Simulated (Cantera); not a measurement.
A perfectly stirred reactor is fed with NH3 : N2 = 1 : 1.2 (molar parts), at 0.0908 atm; it is held at 1825 K, and followed from long to short residence time.

Computed with Cantera and the gas-phase N/H chemistry of the illustrative SiF4/NH3 mechanism in the Surface Chemkin manual (1991). Walls and surfaces, which speed up NH3 decomposition in real reactors, are not modelled.

Problem. Predict: x(NH3) at τ = 3.20 s; x(N2H2) at τ = 3.20 s; x(H2) at τ = 3.20 s; x(NH2) at τ = 3.20 s; x(H) at τ = 3.20 s; x(NH3) at τ = 0.110 s; x(N2H2) at τ = 0.110 s; x(H2) at τ = 0.110 s; x(NH2) at τ = 0.110 s; x(H) at τ = 0.110 s.

Solution. 
| Quantity | Result |
|---|---|
| x(NH3) at τ = 3.20 s | 0.166 |
| x(N2H2) at τ = 3.20 s | 4.75e-7 |
| x(H2) at τ = 3.20 s | 0.297 |
| x(NH2) at τ = 3.20 s | 0.000184 |
| x(H) at τ = 3.20 s | 0.000122 |
| x(NH3) at τ = 0.110 s | 0.426 |
| x(N2H2) at τ = 0.110 s | 1.67e-6 |
| x(H2) at τ = 0.110 s | 0.0289 |
| x(NH2) at τ = 0.110 s | 0.000385 |
| x(H) at τ = 0.110 s | 9.92e-6 |
